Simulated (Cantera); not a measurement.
Feed: 1 mol borazine, 1.2 mol H2, at 0.210 Torr.

Cantera equilibrium calculation (NASA polynomials, part measured and part estimated; ideal gas, pure solids and liquids). Candidate condensed phases: B, BN; 15 gas species. The feed counts by its element totals alone. Mutual solubility and eutectic melting of coexisting phases are not modelled. The tables' values for BH2 are old estimates; treat these amounts as uncertain. Equilibrium is a limit: real reactors are often held back by kinetics, nucleation or transport.

log p: log10 of the partial pressure in bar; n: condensed amount in mol.

| T (°C) | log p H2 | log p H | log p N2 | log p BH2 | n BN(s) | n B(s) |
|---|---|---|---|---|---|---|
| 752 | -3.55 | -10.14 | -13.34 | -13.21 | 3.00 | 0 |
| 802 | -3.55 | -9.61 | -12.68 | -12.48 | 3.00 | 0 |
| 852 | -3.55 | -9.13 | -12.06 | -11.82 | 3.00 | 0 |
| 902 | -3.55 | -8.69 | -11.49 | -11.23 | 3.00 | 0 |
| 952 | -3.55 | -8.28 | -10.96 | -10.68 | 3.00 | 0 |
| 1002 | -3.55 | -7.91 | -10.47 | -10.19 | 3.00 | 0 |
| 1052 | -3.55 | ? | ? | -9.73 | 3.00 | 0 |
| 1102 | -3.55 | ? | ? | -9.30 | 3.00 | 0 |
| 1152 | -3.55 | -6.94 | -9.18 | -8.91 | 3.00 | 0 |
| 1202 | -3.55 | -6.66 | -8.56 | -8.67 | 3.00 | 0 |
| 1252 | -3.55 | -6.40 | -7.98 | -8.45 | 3.00 | 0 |
| 1302 | -3.55 | -6.16 | -7.44 | -8.24 | 3.00 | 0.00101 |
| 1352 | -3.55 | -5.93 | -6.93 | -8.04 | 3.00 | 0.00342 |

**Question.** Some entries are withheld; supply them.

**Answer.** 
- 1052, log p H: -7.56
- 1052, log p N2: -10.01
- 1102, log p H: -7.24
- 1102, log p N2: -9.59
